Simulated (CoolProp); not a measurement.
Saturation properties of ethane (Tc = 32.2 °C, pc = 48.72 bar, ω = 0.099).

Computed with CoolProp (reference Helmholtz-energy equation of state, Bücker 2006).

```
T (°C)  p (bar)  liquid density (kg/m³)  enthalpy of vaporisation (kJ/kg)  liquid cp (kJ/(kg K))  surface tension (mN/m)  liquid conductivity (mW/(m K))
------  -------  ----------------------  --------------------------------  ---------------------  ----------------------  ------------------------------
-96.15   0.6606                   553.2                               [?]                  2.410                     [?]                             174
-86.55    1.129                   541.3                             486.7                  2.448                    15.9                             165
-76.95    1.822                     [?]                             473.4                  2.493                    14.4                             156
-67.45    2.790                   516.3                             459.2                  2.545                    12.9                             147
-57.85    4.120                   503.0                             443.6                  2.609                    11.4                             139
-48.35    5.852                   489.2                             426.7                    [?]                    9.97                             130
-38.75    8.098                   474.4                             407.9                  2.781                     [?]                             122
-29.15    10.92                   458.6                             386.8                  2.901                    7.16                             114
-19.65    14.35                   441.6                             363.3                  3.057                    5.82                             106
-10.05    18.56                   422.8                             336.1                  3.273                    4.52                            98.8
```

Problem. Complete the blanks.

Solution. 
- -96.15, enthalpy of vaporisation (kJ/kg): 499.1
- -96.15, surface tension (mN/m): 17.4
- -76.95, liquid density (kg/m³): 529.0
- -48.35, liquid cp (kJ/(kg K)): 2.685
- -38.75, surface tension (mN/m): 8.55

It boils at -88.6 °C under 1 atm.

Thermal conductivity comes from a separate model (Friend 1991). Surface tension comes from a separate correlation (Mulero 2012).
